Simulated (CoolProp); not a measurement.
Vapour-liquid equilibrium of dimethyl carbonate (1) + n-heptane (2) at 1.1 bar; x and y are mole fractions of (1).

Values from CoolProp's multi-fluid Helmholtz-energy mixture model, Zhou 2011 and Span 2003; pair parameters Bell 2016.

Question: Give the bubble temperature and the first vapour's composition at x = 0.35, 0.65, 0.95. Is there an azeotrope?

Answer: x = 0.35: 358.9 K, y = 0.521; x = 0.65: 357.8 K, y = 0.619; x = 0.95: 362.5 K, y = 0.862. y crosses x between x = 0.575 and 0.65: the model has an azeotrope there.

Pair parameters are fitted to limited data, so mixtures are less certain than the pure fluids.
